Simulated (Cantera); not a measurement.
Charge: 1 mol N2O, 0.13 mol H2O, 2.5 mol H2, 0.012 mol SO2, held at 3200 °C and 1 atm.

Cantera equilibrium calculation (NASA polynomials, part measured and part estimated; ideal gas, pure solids and liquids). Candidate condensed phases: H2O, H2SO4, S; 35 gas species. Rates play no part.

Base state: H 0.284, H2 0.265, N2 0.210, H2O 0.125, OH 0.0608, O 0.0380, NO 0.00734, O2 0.00692 (mole fractions); condensed: gas only.

Q: What changes in the equilibrium state with this change: H2 from 2.5 to 9.1 mol?

A: 
```csv
species,before,after
H2,0.265,0.460
H,0.284,0.374
N2,0.210,0.0767
O,0.0380,0.00987
OH,0.0608,0.0208
H2O,0.125,0.0563
SO2,0.000302,1.25e-5
O2,0.00692,0.000466
NO,0.00734,0.00115
SO,0.00117,0.000187
N,8.87e-5,5.36e-5
```
